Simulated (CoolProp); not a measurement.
Properties of isohexane along the isobar 1.01 bar (Tc = 224.6 °C, pc = 30.43 bar, ω = 0.280).

The numbers come from the reference Helmholtz-energy equation of state, Lemmon 2006 in CoolProp. It is a short technical equation, of lower accuracy than the large ones.

```tsv
T (°C)	phase	Z	cp (kJ/(kg K))	cv (kJ/(kg K))	Joule-Thomson coefficient (K/MPa)	fugacity coefficient
-55.35	liquid	0.006682	1.898	1.422	-0.5417	0.002224
-26.25	liquid	0.006108	2.007	1.526	-0.4962	0.01971
2.75	liquid	0.005674	2.132	1.639	-0.4439	0.1014
31.85	liquid	0.005344	2.268	1.758	-0.3832	0.3609
60.95	gas	0.9521	1.875	1.751	30.97	0.9543
89.95	gas	0.9648	1.995	1.879	22.37	0.9660
119.05	gas	0.9734	2.118	2.008	16.81	0.9741
148.05	gas	0.9793	2.241	2.134	13.05	0.9797
177.15	gas	0.9836	2.361	2.257	10.39	0.9839
206.25	gas	0.9868	2.479	2.376	8.449	0.9870
```
